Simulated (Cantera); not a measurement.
Feed: 1 mol Nb, 0.11 mol H2O, 470 mol H2, equilibrated at 0.0143 Torr.

Method: chemical equilibrium by Gibbs-energy minimisation in Cantera with the NASA 1993 tables (ideal gas, pure condensed phases). Candidate condensed phases: H2O, Nb, NbO, NbO2, Nb2O5; 12 gas species. Mutual solubility and eutectic melting of coexisting phases are not modelled. NbO: taken at fixed stoichiometry. Condensed phases not in the tables: N, O or C dissolved in the metal. Equilibrium is a limit: real reactors are often held back by kinetics, nucleation or transport.

x: gas mole fraction; n: condensed amount in mol.

```tsv
T (K)	x H2	x H	x Nb	x H2O	x NbO	x NbO2	n Nb(s)	n NbO(s)
1598	0.988	0.0121	4.69e-12	0.000133	?	2.74e-6	0.954	0.0440
1698	0.967	0.0326	1.20e-10	0.000181	?	1.93e-5	0.986	0
1798	0.922	0.0776	2.13e-9	0.000123	?	3.08e-5	0.966	0
1898	0.836	0.164	2.79e-8	6.17e-5	?	2.60e-5	0.936	0
1998	0.693	0.306	2.82e-7	2.03e-5	0.000156	1.02e-5	0.907	0
2098	0.500	0.499	2.28e-6	4.49e-6	0.000166	2.19e-6	0.893	0
2198	0.300	0.700	1.52e-5	7.92e-7	?	3.99e-7	0.880	0
2298	0.150	0.850	8.57e-5	1.27e-7	0.000134	8.10e-8	0.821	0
2398	0.0666	0.933	0.000417	2.06e-8	?	2.01e-8	0.522	0
```

Task: Some entries are withheld; supply them.

Result: 
- 1598, x NbO: 1.02e-6
- 1698, x NbO: 9.84e-6
- 1798, x NbO: 3.91e-5
- 1898, x NbO: 9.98e-5
- 2198, x NbO: 0.000150
- 2398, x NbO: 0.000124
